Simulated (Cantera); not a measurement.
SiF₄ + C₂H₄ + H₂ (silicon carbide growth)

A closed system holds: 1 mol SiF₄, a varied amount of C₂H₄, 7.1 mol H₂, held at 383 Torr.

Equilibrium computed with Cantera from the NASA thermochemical tables; the gas is ideal and each condensed phase is pure. Candidate condensed phases: C, C₆H₆, C₇H₈, C₈H₁₈, Si, SiC; 113 gas species. The tables' values for SiF₂, SiF₃ are old estimates. Kinetics and transport are ignored.

Stable condensed phases:

```
T in K \ n(C₂H₄) in mol
         0.019  0.03 0.047 0.072  0.11  0.17  0.27  0.42  0.65
   1875      A     A     A     A     A     A     A     A     A
   1800      A     A     A     A     A     A     A     A     A
   1725      A     A     A     A     A     A     A     A     A
   1650      A     A     A     A     A     A     A     A     A
   1575      A     A     A     A     A     A     A     A     A
   1500      A     A     A     A     A     A     A     A     A
   1425      A     A     A     A     A     A     A     A     A
   1350      A     A     A     A     A     A     A     A     A
   1275      A     A     A     A     A     A     A     A     A
   1200      B     A     A     A     A     A     A     A     A
   1125      B     B     A     A     A     A     A     A     A
   1050      B     B     B     B     A     A     A     A     A
```

A: C; B: gas only.
